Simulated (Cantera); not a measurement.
Input: 1 mol B2H6, 9.5 mol O2, 110 mol N2, 75 mol H2, held at 775 K and 1.33 mbar.

Method: chemical equilibrium by Gibbs-energy minimisation in Cantera with the NASA 1993 tables (ideal gas, pure condensed phases). The feed counts by its element totals alone. Gases not in the tables: H3BO3. The numbers say what is thermodynamically allowed, not how fast it happens.

```tsv
species	before	after
N2	0.585	0.586
H2	0.330	0.330
H2O	0.0850	0.0814
(HBO2)3	0.000101	0.00259
NH3	7.49e-7	0.000561
B2O3(l), mol	0.972	0.271
```
Gas species are given as mole fractions.

### Question
Name the change that produced these shifts.
A) temperature from 775 K to 2298 K
B) pressure from 1.33 mbar to 1.00 bar
C) temperature from 775 K to 1775 K
D) temperature from 775 K to 2100 K

### Answer
B, pressure from 1.33 mbar to 1.00 bar
